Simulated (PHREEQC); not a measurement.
Consider water at 65 °C with 33 mmol/kgw CuSO4, 15.8 mmol/kgw NaF and 1.7 mmol/kgw Na2SO4. Closed to the air; pH follows from the charge balance.

Model: ion-association model, wateq4f.dat, run in PHREEQC.

| Item | Value |
|---|---|
| pH | 4.66 |
| ionic strength | 0.0952 mol/kgw |

```json
[
 {"species": "SO4-2", "molality": "0.0212", "activity": "0.00746", "log γ": "-0.453"},
 {"species": "Na+", "molality": "0.0183", "activity": "0.0141", "log γ": "-0.113"},
 {"species": "Cu+2", "molality": "0.0175", "activity": "0.00664", "log γ": "-0.420"},
 {"species": "F-", "molality": "0.0129", "activity": "0.00966", "log γ": "-0.125"},
 {"species": "CuSO4", "molality": "0.0126", "activity": "0.0129", "log γ": "0.010"},
 {"species": "CuF+", "molality": "0.00210", "activity": "0.00161", "log γ": "-0.114"},
 {"species": "NaSO4-", "molality": "0.000847", "activity": "0.000659", "log γ": "-0.109"},
 {"species": "HF", "molality": "0.000665", "activity": "0.000679", "log γ": "0.010"},
 {"species": "Cu2(OH)2+2", "molality": "0.000390", "activity": "0.000136", "log γ": "-0.457"},
 {"species": "NaF", "molality": "7.66e-5", "activity": "7.83e-5", "log γ": "0.010"},
 {"species": "HSO4-", "molality": "5.53e-5", "activity": "4.23e-5", "log γ": "-0.116"},
 {"species": "HF2-", "molality": "3.85e-5", "activity": "2.88e-5", "log γ": "-0.125"},
 {"species": "H+", "molality": "2.65e-5", "activity": "2.17e-5", "log γ": "-0.088"},
 {"species": "CuOH+", "molality": "4.04e-6", "activity": "3.06e-6", "log γ": "-0.120"},
 {"species": "Cu(OH)2", "molality": "2.89e-7", "activity": "2.95e-7", "log γ": "0.010"}
]
```

This is a speciation only: nothing precipitates in the calculation. Examples of supersaturated solids here: Tenorite (slow to form). Others may be too. At this temperature some constants are extrapolated from 25 °C, and those without enthalpy data are left unchanged.
